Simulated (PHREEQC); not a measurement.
A solution holds 6 mmol/kgw KH2PO4, 0.1 mmol/kgw Na2SO4 and 0.07 mmol/kgw KCl, at 25 °C. Closed to the air; pH follows from the charge balance.

All values are PHREEQC results (ion-association model, wateq4f.dat), not measurements.

The ionic strength comes out as 0.00641 mol/kgw. What activity coefficients do K+, HPO4-2, KSO4-, SO4-2, H2PO4- get?

K+ 0.92, HPO4-2 0.72, KSO4- 0.92, SO4-2 0.72, H2PO4- 0.92.

No solid was allowed to form. Species that the database lacks are ignored. H3PO4, which wateq4f.dat lacks, is added to it with the constant of phreeqc.dat.
